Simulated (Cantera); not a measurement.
# Pb + H₂S + N₂ (metals in furnace atmospheres)

Feed: 1 mol Pb, 0.0013 mol H₂S, 1.1 mol N₂, equilibrated at 1427 °C and 0.000160 bar.

These are equilibrium values from Cantera (NASA tables, ideal gas, pure condensed phases), not measurements of a reactor. Candidate condensed phases: Pb, PbS, S; 18 gas species. The numbers say what is thermodynamically allowed, not how fast it happens.

The x(N₂) is 0.523 and the x(Pb) comes out as 0.475. The x(PbS) is 0.000579 and the x(H₂) is 0.000489. The x(H) is 0.000258 and the x(S) is 3.46e-5. The x(S₂) is 1.92e-6. The gas amount comes out as 2.102 mol and the log10 activity of Pb(l) (absent) comes out as -3.25. The log10 activity of S(l) (absent) is -6.15.
